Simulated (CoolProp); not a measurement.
A single-stage vapour-compression cycle with R123: evaporating at 265.15 K (dew point), condensing at 307.15 K (bubble point), superheat 2 K, subcooling 8 K, compressor efficiency 0.75, no pressure losses. Each further row changes one setting.

Values from CoolProp's reference Helmholtz-energy equation of state, Younglove 1994. It is a modified Benedict-Webb-Rubin equation, recast in Helmholtz form.

```csv
case,cooling COP,pressure ratio,discharge temperature (K),refrigerating effect (kJ/kg),volumetric capacity (kJ/m³)
as stated,4.32,5.64,322.6,152,237
evaporating temperature 270.15 K,5.08,4.44,320.3,155,302
condensing temperature 302.15 K,5.00,4.73,316.8,157,245
subcooling 13 K,4.46,5.64,322.6,157,245
superheat 12 K,4.33,5.64,333.4,158,238
compressor efficiency 0.65,3.74,5.64,330.1,152,237
```
